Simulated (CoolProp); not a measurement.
Vapour pressure (kPa) of methanol: the reference equation beside estimates from Tc = 240.2 °C, pc = 8216 kPa, ω = 0.565. Clausius-Clapeyron is anchored at 140.25 °C with a constant enthalpy of vaporisation of 28.77 kJ/mol.

Computed with CoolProp (reference Helmholtz-energy equation of state, de Reuck 1993).

| T (°C) | reference | Lee-Kesler | Clausius-Clapeyron | van der Waals | Peng-Robinson |
|---|---|---|---|---|---|
| 129.55 | 831.8 | 849.6 | 878.3 | 2874 | 853.0 |
| 132.15 | 891.0 | 910.2 | 928.0 | 2962 | 913.7 |
| 134.85 | 955.9 | 976.6 | 982.0 | 3055 | 980.3 |
| 137.55 | 1025 | 1047 | 1038 | 3150 | 1051 |
| 140.25 | 1097 | 1120 | 1097 | 3246 | 1125 |
| 142.95 | 1174 | 1198 | 1158 | 3345 | 1203 |
| 145.65 | 1254 | 1280 | 1222 | 3445 | 1285 |
| 148.25 | 1336 | 1363 | 1286 | 3544 | 1369 |
| 150.95 | 1425 | 1453 | 1355 | 3648 | 1460 |
| 153.65 | 1519 | 1548 | 1427 | 3754 | 1555 |
| 156.35 | 1618 | 1648 | 1501 | 3862 | 1656 |
| 159.05 | 1722 | 1752 | 1579 | 3971 | 1761 |
| 161.75 | 1831 | 1861 | 1659 | 4083 | 1872 |
| 164.35 | 1941 | 1971 | 1740 | 4193 | 1983 |

Absolute difference from the reference over all 14 rows, mean and median: Lee-Kesler 2.0 and 2.0 %, Clausius-Clapeyron 4.8 and 4.5 %, van der Waals 174.1 and 170.0 %, Peng-Robinson 2.4 and 2.5 %.
